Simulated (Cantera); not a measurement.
## Ignition delay

Mixture: CO : H2 : CH4 : O2 : N2 = 1 : 0.58 : 0.18 : 0.548 : 1.7 (molar parts), equivalence ratio 2.1, at 7500 Torr, adiabatic and at constant pressure. Ignition delay is the time to a rise of 400 K.

Model: GRI-Mech 3.0 (53 species, 325 reactions), integrated in Cantera.

| T0 (K) | delay (ms) |
|---|---|
| 1248 | 0.0410 |
| 1323 | 0.0216 |
| 1398 | 0.0129 |
| 1473 | 0.00825 |
| 1548 | 0.00557 |
| 1623 | 0.00393 |
| 1698 | 0.00288 |

The apparent activation energy between 1548 and 1698 K is 96 kJ/mol.
